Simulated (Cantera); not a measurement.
Feed: 1 mol MgO, 1.3 mol HCl, 0.45 mol O2, equilibrated at 0.700 bar.

Cantera equilibrium calculation (NASA polynomials, part measured and part estimated; ideal gas, pure solids and liquids). Candidate condensed phases: H2O, Mg, MgCl2, MgO, Mg(OH)2; 22 gas species. Rates play no part.

Question: What share of the Mg ends up in condensed phases as a function of T (°C), at 725, 775, 825, 875, 925, 975, 1025, 1075, 1125, 1175, 1225, 1275, 1325?

Answer: 
```csv
T (°C),Mg condensed (%),as
725,100.0,MgO(s)
775,100.0,MgO(s)
825,100.0,MgO(s)
875,99.9,MgO(s)
925,99.9,MgO(s)
975,99.7,MgO(s)
1025,99.4,MgO(s)
1075,99.0,MgO(s)
1125,98.3,MgO(s)
1175,97.3,MgO(s)
1225,96.0,MgO(s)
1275,94.5,MgO(s)
1325,92.9,MgO(s)
```
